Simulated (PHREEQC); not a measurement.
Acid rinse or clean with arsenic or selenium liquor: speciation

Solution A (0.042 mol/kgw HF, 0.23 mol/kgw NaCl and 0.0038 mol/kgw MnSO4) is mixed with solution B (4.1 mmol/kgw Na2HAsO4 and 0.083 mmol/kgw NaCl) at 25 °C; shares are by mass of water, 1 kg in all. No oxygen is let in. No CO2 enters from the air. Solids allowed: Pyrochroite, Mn3(AsO4)2:8H2O, Halite, Mirabilite. Others were left out.

The series has 11 steps of share of solution B, from 0 to 1.

Equilibrium calculation in PHREEQC: ion-association model, wateq4f.dat.

**Question.** Between which two steps does the pH jump most, and from what to what?

**Answer.** Between share of solution B = 0.9 and 1: from 4.11 to 9.09.

wateq4f.dat counts part of the HF as a dimer, H2F2, which phreeqc.dat doesn't know; its constant is uncertain. The database has no arsenate complexes of Mn.
